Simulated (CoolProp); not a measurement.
Vapour-liquid equilibrium of dimethyl ether (1) + isobutane (2) at 221.3 K; x and y are mole fractions of (1).

Computed with CoolProp (multi-fluid Helmholtz-energy mixture model, Wu 2011 and Bücker 2006; pair parameters Bell 2016).

```tsv
x	bubble pressure, mixture model (bar)	bubble pressure, Raoult's law (bar)	y, mixture model	y, Raoult's law
0.05	0.1699	0.1568	0.152	0.084
0.125	0.1930	0.1652	0.305	0.199
0.2	0.2113	0.1736	0.409	0.303
0.275	0.2258	0.1820	0.485	0.398
0.35	0.2372	0.1905	0.545	0.484
0.425	0.2464	0.1989	0.595	0.563
0.5	0.2537	0.2073	0.639	0.635
0.575	0.2595	0.2157	0.680	0.702
0.65	0.2641	0.2241	0.721	0.764
0.725	0.2673	0.2326	0.764	0.821
0.8	0.2692	0.2410	0.812	0.875
0.875	0.2693	0.2494	0.868	0.924
0.95	0.2669	0.2578	0.940	0.971
```

The largest gap from Raoult's law is +24.5 % in bubble pressure, at x = 0.35. y crosses x between x = 0.8 and 0.875: the model has an azeotrope there.

Pair parameters are fitted to limited data, so mixtures are less certain than the pure fluids.
